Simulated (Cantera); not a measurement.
A perfectly stirred reactor is fed with CH4 : H2 : O2 : N2 = 1 : 0.21 : 1.32 : 4.95 (molar parts), equivalence ratio 1.6, at 8.30 bar; it is adiabatic with a 323 K inlet, and is followed from long to short residence time, starting on the burning branch (τ in s: 0.035, 0.019, 0.011, 0.0059, 0.0033, 0.0018, 0.001, 0.00057, 0.00032, 0.00018, 9.7e-05, 5.4e-05, 3e-05).

Detailed kinetics in Cantera: GRI-Mech 3.0 (53 species, 325 reactions).

Q: What does this change do: pressure from 8.30 bar to 1.00 bar?

A: 
| quantity | before | after |
|---|---|---|
| blow-out, bracketed by the residence times tried | burning at 0.570 ms, out at 0.320 ms | burning at 1.80 ms, out at 1.00 ms |
| x(CH4) at τ = 35.0 ms | 0.00588 | 0.00413 |
| x(H2) at τ = 35.0 ms | 0.0819 | 0.0858 |
| x(O2) at τ = 35.0 ms | 0.000380 | 0.000847 |
| x(NO) at τ = 35.0 ms | 2.04e-6 | 1.76e-5 |
| x(C2H6) at τ = 35.0 ms | 4.62e-6 | 4.76e-6 |
| x(CH4) at τ = 1.00 ms | 0.0156 | 0.134 |
| x(H2) at τ = 1.00 ms | 0.0558 | 0.0281 |
| x(O2) at τ = 1.00 ms | 0.00824 | 0.176 |
| x(NO) at τ = 1.00 ms | 6.23e-7 | <1e-12 |
| x(C2H6) at τ = 1.00 ms | 0.000123 | <1e-12 |
